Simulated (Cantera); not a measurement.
Input: 1 mol B2H6, 3.1 mol O2, 0.21 mol H2, equilibrated at 8300 Pa.

Cantera equilibrium calculation (NASA polynomials, part measured and part estimated; ideal gas, pure solids and liquids). Candidate condensed phases: B, B2O3, B3O3H3, H2O; 23 gas species. The feed counts by its element totals alone. The numbers say what is thermodynamically allowed, not how fast it happens. All values below are at 2073 K.

Base state: H2O 0.539, HBO2 0.398, B2O3 0.0343, H2 0.0144, OH 0.00466, BO2 0.00414, O2 0.00405, H 0.00110 (mole fractions); condensed: gas only.

Problem. What changes in the equilibrium state with this change: H2 from 0.21 to 170 mol?

Solution. 
```csv
species,before,after
H2,0.0144,0.964
H2O,0.539,0.0164
H,0.00110,0.00896
HBO2,0.398,0.00724
B2O3,0.0343,0.000373
O2,0.00405,<1e-9
O,0.000254,1.16e-7
BO2,0.00414,9.23e-6
OH,0.00466,1.73e-5
```
